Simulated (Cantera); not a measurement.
An adiabatic, constant-volume homogeneous reactor starts with CH₄ : O₂ : N₂ = 1 : 1.43 : 5.37 (molar parts), at 1500 K and 5.33 atm. Integrator tolerance rtol = 1e-08.

Detailed kinetics in Cantera: GRI-Mech 3.0 (53 species, 325 reactions). Above 3000 K some thermodynamic fits are extrapolated.

Problem. What does this change do: pressure from 5.33 atm to 9.77 atm?

Solution. 
```
quantity                                                              before                                      after
---------------------------------  -----------------------------------------  -----------------------------------------
time of steepest temperature rise                                   0.341 ms                                   0.203 ms
temperature at 4.00 s                                                 3071 K                                     3117 K
equilibrium temperature                                               3071 K                                     3117 K
x(CH₄) at 4.00 s                   7.33e-12 (gas-phase equilibrium 8.61e-12)  2.14e-11 (gas-phase equilibrium 2.48e-11)
x(O₂) at 4.00 s                      0.00207 (gas-phase equilibrium 0.00207)    0.00160 (gas-phase equilibrium 0.00160)
x(HO₂) at 4.00 s                     3.57e-6 (gas-phase equilibrium 3.57e-6)    3.75e-6 (gas-phase equilibrium 3.75e-6)
x(N₂O) at 4.00 s                     8.14e-7 (gas-phase equilibrium 8.14e-7)    1.03e-6 (gas-phase equilibrium 1.03e-6)
x(CH₂) at 4.00 s                   1.27e-11 (gas-phase equilibrium 1.35e-11)  2.59e-11 (gas-phase equilibrium 2.75e-11)
x(NO₂) at 4.00 s                     8.78e-7 (gas-phase equilibrium 8.78e-7)    9.43e-7 (gas-phase equilibrium 9.43e-7)
x(NO) at 4.00 s                      0.00462 (gas-phase equilibrium 0.00462)    0.00428 (gas-phase equilibrium 0.00428)
```
